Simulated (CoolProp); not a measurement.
The fluid at 298.15 K and 0.537 MPa is throttled through a valve to 0.34 MPa with no heat exchange. The same conditions are run with several fluids, on thermodynamics alone (safety and materials aside).

Computed with CoolProp (reference Helmholtz-energy equation of state of each fluid (ammonia: Gao 2020; R125: Lemmon 2005; R407C: Lemmon 2003; CF4 (R14): Platzer 1990; carbon dioxide: Span 1996)). The equations of Platzer and Polt are older, rougher fits. Blends and air are pseudo-pure fits.

| fluid | temperature change (K) | final density (kg/m³) |
|---|---|---|
| ammonia | ? | 2.48 |
| R125 | ? | ? |
| R407C | ? | ? |
| CF4 (R14) | -1.1 | 12.3 |
| carbon dioxide | ? | ? |

Task: Some entries are withheld; supply them.

Result: 
- ammonia, temperature change (K): -5.6
- R125, temperature change (K): -3.0
- R125, final density (kg/m³): 17.6
- R407C, temperature change (K): -4.3
- R407C, final density (kg/m³): 12.7
- carbon dioxide, temperature change (K): -2.2
- carbon dioxide, final density (kg/m³): 6.19
